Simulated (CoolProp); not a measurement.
Properties of n-pentane along the isotherm 380 K (Tc = 469.7 K, pc = 33.68 bar, ω = 0.251).

Model: reference Helmholtz-energy equation of state, Thol 2019, in CoolProp.

| p (bar) | phase | density (kg/m³) | cp (kJ/(kg K)) | expansivity (1/kK) | viscosity (µPa s) | Prandtl number | fugacity coefficient |
|---|---|---|---|---|---|---|---|
| 0.16 | gas | 0.3666 | 2.029 | 2.661 | 8.66 | 0.750 | 0.9967 |
| 0.328 | gas | 0.7542 | 2.032 | 2.693 | 8.65 | 0.750 | 0.9932 |
| 0.674 | gas | 1.561 | 2.039 | 2.760 | 8.62 | 0.749 | 0.9861 |
| 1.38 | gas | 3.247 | 2.054 | 2.908 | 8.55 | 0.747 | 0.9715 |
| 2.84 | gas | 6.916 | 2.091 | 3.266 | 8.42 | 0.742 | 0.9413 |
| 5.83 | gas | 15.44 | 2.197 | 4.345 | 8.16 | 0.738 | 0.8794 |
| 12 | liquid | 529.9 | 2.777 | 2.582 | 79.8 | 2.57 | 0.5036 |
| 24.6 | liquid | 534.1 | 2.752 | 2.435 | 82.6 | 2.60 | 0.2593 |
| 50.5 | liquid | 541.8 | 2.711 | 2.200 | 88.2 | 2.66 | 0.1410 |

Viscosity comes from a separate model (Quiñones-Cisneros 2006), older than the equation that it now runs on, and unchecked against measurements. Thermal conductivity comes from a separate model (Vassiliou 2015).
